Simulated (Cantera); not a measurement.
**Adiabatic ignition**

An adiabatic, constant-pressure homogeneous reactor starts with 2.55 % CO, 1.55 % H2, 2.19 % CH4, 15.0 % O2, 56.3 % N2, 22.4 % CO2, equivalence ratio 0.43, at 1775 K and 0.390 bar.

Model: GRI-Mech 3.0 (53 species, 325 reactions), integrated in Cantera.

```csv
t (s),T (K),x CO,x H2,x CH4,x HCO,x CH2CO,x H,x N2O
2.00e-6,1775,0.0255,0.0155,0.0219,1.14e-11,1.69e-12,4.32e-7,2.21e-12
5.79e-6,1775,0.0255,0.0155,0.0219,2.52e-11,2.02e-11,8.70e-7,9.12e-12
1.68e-5,1775,0.0255,0.0155,0.0219,1.82e-10,3.01e-10,2.19e-6,4.72e-11
4.86e-5,1775,0.0255,0.0154,0.0217,1.29e-8,7.84e-9,1.26e-5,3.09e-10
0.000141,1981,0.0469,0.00787,0.000555,2.21e-5,4.20e-5,0.00373,3.19e-8
0.000408,2032,0.0437,0.00205,<1e-12,8.64e-9,<1e-12,0.00318,1.49e-7
0.00118,2113,0.0361,0.00159,<1e-12,4.29e-9,<1e-12,0.00197,1.70e-7
0.00343,2218,0.0251,0.00103,<1e-12,1.38e-9,<1e-12,0.000905,2.04e-7
0.00993,2290,0.0170,0.000664,<1e-12,5.34e-10,<1e-12,0.000434,2.24e-7
0.0288,2298,0.0158,0.000617,<1e-12,4.65e-10,<1e-12,0.000384,2.25e-7
0.0834,2295,0.0157,0.000612,<1e-12,4.55e-10,<1e-12,0.000377,2.27e-7
0.242,2291,0.0154,0.000603,<1e-12,4.37e-10,<1e-12,0.000366,2.38e-7
0.700,2289,0.0153,0.000599,<1e-12,4.28e-10,<1e-12,0.000360,2.46e-7
```
x: mole fraction; the columns are a selection and need not sum to one.

The time of steepest temperature rise comes out as 0.132 ms and the temperature at 0.700 s comes out as 2289 K. The equilibrium temperature comes out as 2289 K and the x(CO) at 0.700 s is 0.0153 (gas-phase equilibrium 0.0153). The x(H2) at 0.700 s comes out as 0.000599 (gas-phase equilibrium 0.000599) and the x(CH4) at 0.700 s is <1e-12 (gas-phase equilibrium <1e-12).
